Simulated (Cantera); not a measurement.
## Premixed flame

A freely propagating, adiabatic, planar premixed flame of H2 : O2 : N2 = 1 : 0.5 : 1.88 (molar parts), equivalence ratio 1.0, unburnt at 525 K and 21000 Pa; mixture-averaged transport, grid criteria slope 0.08 and curve 0.16, no radiation.

Cantera simulation using the H2/O2 subset of GRI-Mech 3.0, which has no nitrogen chemistry; the numbers are that mechanism's predictions, not measurements. Burning velocities carry a grid error of a few per cent, more on coarse grids.

| z (mm) | T (K) | u (m/s) | x H2 | x O2 | x O | x H2O2 | x HO2 | x H2O |
|---|---|---|---|---|---|---|---|---|
| -10.3 | 525 | 5.03 | 0.296 | 0.148 | <1e-8 | <1e-8 | <1e-8 | <1e-8 |
| -6.89 | 525 | 5.03 | 0.296 | 0.148 | <1e-8 | <1e-8 | <1e-8 | <1e-8 |
| -5.16 | 525 | 5.03 | 0.296 | 0.148 | <1e-8 | <1e-8 | <1e-8 | <1e-8 |
| -3.44 | 525 | 5.03 | 0.296 | 0.148 | <1e-8 | <1e-8 | 1.00e-7 | <1e-8 |
| -1.72 | 531 | 5.08 | 0.294 | 0.148 | 4.21e-6 | 1.27e-6 | 8.54e-5 | 0.000302 |
| -0.861 | 689 | 6.49 | 0.269 | 0.144 | 0.000193 | 4.24e-6 | 6.28e-5 | 0.0134 |
| 0 | 1125 | 10.2 | 0.140 | 0.0977 | 0.00706 | 1.15e-6 | 2.32e-5 | 0.113 |
| 0.861 | 1413 | 12.7 | 0.0527 | 0.0411 | 0.0144 | 1.21e-6 | 8.66e-6 | 0.211 |
| 1.72 | 1536 | 13.7 | 0.0470 | 0.0336 | 0.0148 | 8.68e-7 | 6.16e-6 | 0.225 |
| 3.44 | 1677 | 14.8 | 0.0479 | 0.0302 | 0.0137 | 4.98e-7 | 4.65e-6 | 0.233 |
| 6.89 | 1834 | 16.0 | 0.0476 | 0.0266 | 0.0118 | 2.59e-7 | 3.41e-6 | 0.244 |
| 13.8 | 1993 | 17.2 | 0.0450 | 0.0228 | 0.00926 | 1.40e-7 | 2.44e-6 | 0.256 |
| 27.5 | 2146 | 18.3 | 0.0404 | 0.0189 | 0.00665 | 8.83e-8 | 1.78e-6 | 0.270 |
x: mole fraction of selected species; z is measured from the peak of heat release.

The laminar burning velocity is 503 cm/s and the thermal thickness is 3.44 mm. The peak x(O) is 0.0148. The peak x(H2O2) is 4.89e-6 and the peak x(HO2) is 0.000102. The grid points is 136.
